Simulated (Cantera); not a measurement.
Feed: 1 mol Si2H6, a varied amount of N2O, 0.24 mol CO2, held at 1248 K and 0.0133 bar.

Equilibrium computed with Cantera from the NASA thermochemical tables; the gas is ideal and each condensed phase is pure. Candidate condensed phases: C, C6H6, C7H8, C8H18, H2O, Si, SiC, SiO2, Si2N2O, Si3N4; 151 gas species. The feed counts by its element totals alone. Mutual solubility and eutectic melting of coexisting phases are not modelled. The tables hold silica as quartz up to 1696 K and as liquid above; real silica turns to tridymite and cristobalite and melts near 1996 K. The numbers say what is thermodynamically allowed, not how fast it happens.

**Question.** At 1.4 mol N2O, list the 6 most abundant gas species with their mole fractions, and the condensed phases.

**Answer.** H2 0.778, N2 0.159, CO 0.0623, H2O 4.02e-5, CH4 2.23e-5, HCN 1.08e-5. Condensed: SiO2(β-quartz) + Si2N2O(s).
